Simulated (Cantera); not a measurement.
A perfectly stirred reactor is fed with C3H8 : O2 : N2 = 1 : 2.94 : 21.2 (molar parts), at 31000 Pa; it is adiabatic with a 325 K inlet, and is followed from long to short residence time, starting on the burning branch (τ in s: 0.069, 0.035, 0.018, 0.0092, 0.0047, 0.0024, 0.0012, 0.00062, 0.00031, 0.00016, 8.2e-05).

Detailed kinetics in Cantera: GRI-Mech 3.0 (53 species, 325 reactions). GRI-Mech 3.0 was tuned for natural gas; its chemistry of propane as a main component is partial and can be far from experiment.

### Question
What does this change do: pressure from 31000 Pa to 1000000 Pa?

### Answer
| quantity | before | after |
|---|---|---|
| state | not burning at any residence time tried | not reached |
| x(C3H8) at τ = 69.0 ms | 0.0398 | 8.90e-5 |
| x(O2) at τ = 69.0 ms | 0.117 | 0.00240 |
| x(CO) at τ = 69.0 ms | <1e-12 | 0.0510 |
| x(C2H4) at τ = 69.0 ms | <1e-12 | 0.00201 |
| x(NO) at τ = 69.0 ms | <1e-12 | 1.99e-9 |
| x(C3H8) at τ = 2.40 ms | 0.0398 | 0.0398 |
| x(O2) at τ = 2.40 ms | 0.117 | 0.117 |
| x(CO) at τ = 2.40 ms | <1e-12 | <1e-12 |
| x(C2H4) at τ = 2.40 ms | <1e-12 | <1e-12 |
| x(NO) at τ = 2.40 ms | <1e-12 | <1e-12 |
| blow-out, bracketed by the residence times tried | not reached | burning at 4.70 ms, out at 2.40 ms |

### Question
What does this change do: C3H8 1 to 0.71 parts?

### Answer
```tsv
quantity	before	after
state	not burning at any residence time tried	not reached
x(C3H8) at τ = 69.0 ms	0.0398	2.72e-6
x(O2) at τ = 69.0 ms	0.117	0.000485
x(CO) at τ = 69.0 ms	<1e-12	0.0291
x(C2H4) at τ = 69.0 ms	<1e-12	1.45e-5
x(NO) at τ = 69.0 ms	<1e-12	4.82e-5
x(C3H8) at τ = 2.40 ms	0.0398	0.0286
x(O2) at τ = 2.40 ms	0.117	0.118
x(CO) at τ = 2.40 ms	<1e-12	<1e-12
x(C2H4) at τ = 2.40 ms	<1e-12	<1e-12
x(NO) at τ = 2.40 ms	<1e-12	<1e-12
blow-out, bracketed by the residence times tried	not reached	burning at 4.70 ms, out at 2.40 ms
```
